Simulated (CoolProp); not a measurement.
Computed with CoolProp (reference Helmholtz-energy equation of state, Lemmon 2006). It is a short technical equation, of lower accuracy than the large ones.

Problem. For C2F6 (R116), give the phase and the cv (kJ/(kg K)), speed of sound (m/s), Joule-Thomson coefficient (K/MPa), viscosity (µPa s) at 302.8 K and 17.2 kPa.

Solution. 
- 302.8 K and 17.2 kPa: gas; cv 0.718, speed of sound 140, Joule-Thomson coefficient 7.82, viscosity 14.3

Viscosity comes from a separate model (Huber 2003), an estimate that may be off by 10 % or more.
